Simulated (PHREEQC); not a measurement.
A column of 0.5 m (30 cells, dispersivity 0.04 m, 60 s a shift, diffusion coefficient 3e-10 m²/s) holds 0.019 eq of the database's cation exchanger X per kg of pore water, first in equilibrium with 0.00067 mol/kgw NaCl, 0.0074 mol/kgw MnCl2, 0.00035 mol/kgw MgCl2 and 1e-05 mol/kgw HCl. It is flushed with 0.0067 mol (NH4)2SO4, 0.0056 mol NaCl and 1e-05 mol HCl per kg of water, at 15 °C. Values are for the last cell. No CO2 enters from the air. Precipitation was switched off in this run.

Model: ion-association model, phreeqc.dat, run in PHREEQC.

```tsv
pore volumes	NH4 in solution (mol/kgw)	S in solution (mol/kgw)	Mn in solution (mol/kgw)	Mg in solution (mol/kgw)	Na in solution (mol/kgw)	NH4X on the exchanger (mol/kgw)	MgX2 on the exchanger (mol/kgw)
0	0	0	0.00740	0.000350	0.000670	0	0.000478
0.2833	3.86e-8	2.84e-6	0.00740	0.000350	0.000671	1.91e-8	0.000478
0.4167	7.14e-6	0.000104	0.00740	0.000351	0.000702	3.54e-6	0.000478
0.55	8.80e-5	0.000560	0.00737	0.000351	0.000887	4.38e-5	0.000476
0.8167	0.000933	0.00247	0.00687	0.000336	0.00187	0.000482	0.000463
1.083	0.00267	0.00439	0.00584	0.000292	0.00310	0.00147	0.000435
1.217	0.00365	0.00508	0.00526	0.000266	0.00361	0.00209	0.000417
1.35	0.00462	0.00559	0.00470	0.000239	0.00403	0.00275	0.000399
1.617	[?]	0.00620	0.00373	0.000191	0.00461	0.00406	0.000364
1.883	0.00772	0.00649	0.00297	[?]	0.00495	0.00529	[?]
2.017	0.00829	0.00656	0.00266	0.000138	0.00506	0.00586	0.000315
2.15	0.00878	0.00661	0.00239	0.000124	0.00515	0.00640	0.000301
2.417	0.00960	0.00666	0.00196	0.000102	0.00526	0.00738	[?]
2.683	0.0102	0.00668	0.00163	8.56e-5	0.00534	0.00824	0.000252
2.817	0.0105	0.00669	0.00149	7.87e-5	0.00536	0.00863	0.000241
2.95	0.0107	0.00669	0.00137	7.26e-5	0.00538	0.00900	0.000232
3.217	0.0111	0.00670	0.00117	6.22e-5	0.00542	0.00968	0.000213
3.483	0.0114	0.00670	0.00101	5.39e-5	0.00544	[?]	0.000197
3.617	0.0116	0.00670	0.000945	5.04e-5	0.00545	0.0106	0.000190
3.75	0.0117	0.00670	[?]	4.71e-5	0.00546	0.0108	0.000183
4.017	0.0119	0.00670	0.000774	4.15e-5	0.00548	0.0113	0.000169
```

Problem. Fill in the missing entries.

Solution. 
- 1.617, NH4 in solution (mol/kgw): 0.00634
- 1.883, Mg in solution (mol/kgw): 0.000153
- 1.883, MgX2 on the exchanger (mol/kgw): 0.000331
- 2.417, MgX2 on the exchanger (mol/kgw): 0.000275
- 3.483, NH4X on the exchanger (mol/kgw): 0.0103
- 3.75, Mn in solution (mol/kgw): 0.000882
